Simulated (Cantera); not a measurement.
A perfectly stirred reactor is fed with C₂H₆ : N₂ = 1 : 110 (molar parts), at 101000 Pa; it is held at 1948 K, and followed from long to short residence time.

Detailed kinetics in Cantera: GRI-Mech 3.0 (53 species, 325 reactions). GRI-Mech 3.0 stops at C3 and has no aromatics, soot or wall deposition, so with more carbon than oxygen in the feed, carbon stays in small species such as C2H2 where larger ones or solid carbon would form.

Question: What does this change do: pressure from 101000 Pa to 13300 Pa?

Answer: 
```
quantity                  before     after
----------------------  --------  --------
x(C₂H₆) at τ = 1.50 s    4.91e-8   1.40e-7
x(HCN) at τ = 1.50 s     0.00156   0.00287
x(C₂H) at τ = 1.50 s     1.10e-6   2.70e-6
x(CH₄) at τ = 1.50 s    0.000120   8.85e-5
x(H) at τ = 1.50 s      0.000154  0.000408
x(C₂H₆) at τ = 45.0 ms   1.57e-6   4.51e-6
x(HCN) at τ = 45.0 ms   0.000396  0.000671
x(C₂H) at τ = 45.0 ms    1.41e-6   3.66e-6
x(CH₄) at τ = 45.0 ms   0.000562  0.000445
x(H) at τ = 45.0 ms     0.000181  0.000477
```
